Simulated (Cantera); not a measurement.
## Fluorocarbon and chlorocarbon gases: CF4 + Si

Input: 1 mol CF4, 0.025 mol Si, at 13300 Pa.

Cantera equilibrium calculation (NASA polynomials, part measured and part estimated; ideal gas, pure solids and liquids). Candidate condensed phases: C, Si, SiC; 23 gas species. Gases not in the tables: C2F6 and larger saturated fluorocarbons. Rates play no part.

```tsv
T (°C)	log p CF4	log p SiF4	log p CF2	log p CF3	log p F	n C(graphite)
927	-0.89	-2.48	-7.25	-7.15	-8.68	0.0250
1027	-0.89	-2.48	-6.31	-6.38	-7.62	0.0250
1127	-0.89	-2.48	-5.51	-5.73	-6.71	0.0250
1227	-0.89	-2.48	-4.81	-5.17	-5.93	0.0249
1327	-0.89	-2.48	-4.21	-4.68	-5.24	0.0247
1427	-0.89	-2.48	-3.67	-4.24	-4.63	0.0241
1527	-0.89	-2.48	-3.20	-3.86	-4.09	0.0225
```
log p: log10 of the partial pressure in bar; n: condensed amount in mol.

From 927 °C to 1527 °C the condensed part is C(graphite). The main Si-bearing gas is SiF4 throughout.
